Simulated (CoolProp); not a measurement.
Saturation properties of R134a (Tc = 101.1 °C, pc = 4.059 MPa, ω = 0.327).

Computed with CoolProp (reference Helmholtz-energy equation of state, Tillner-Roth 1994).

```
T (°C)  p (MPa)  vapour density (kg/m³)  liquid viscosity (µPa s)
------  -------  ----------------------  ------------------------
23.55    0.6371                       ?                       198
26.35    0.6925                   33.69                       192
29.15    0.7516                   36.61                         ?
31.95    0.8143                   39.74                       179
34.75    0.8808                   43.10                         ?
37.65    0.9540                   46.85                       166
40.45         ?                   50.73                       161
43.25         ?                       ?                         ?
46.05     1.192                   59.37                       149
48.85     1.280                   64.19                       144
51.65     1.373                   69.37                       139
```

**Question.** Complete the blanks.

**Answer.** 
- 23.55, vapour density (kg/m³): 30.96
- 29.15, liquid viscosity (µPa s): 185
- 34.75, liquid viscosity (µPa s): 173
- 40.45, p (MPa): 1.029
- 43.25, p (MPa): 1.108
- 43.25, vapour density (kg/m³): 54.90
- 43.25, liquid viscosity (µPa s): 155

It boils at -26.1 °C under 1 atm.

Viscosity comes from a separate model (Huber 2003), an estimate that may be off by 10 % or more.
